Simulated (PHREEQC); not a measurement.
Make-up at 50 °C: 0.021 mol/kgw NiCl2 and 0.00089 mol/kgw H3BO3. Closed to the air; pH follows from the charge balance.

Computed with PHREEQC (ion-association model, wateq4f.dat).

No solid was allowed to form.

Problem. What pH does the model give?

Solution. pH 5.58.

Problem. In which forms is Ni present?

Solution. Ni+2 96 %, NiCl+ 4.0 % of the Ni.

At this temperature some constants are extrapolated from 25 °C, and those without enthalpy data are left unchanged.
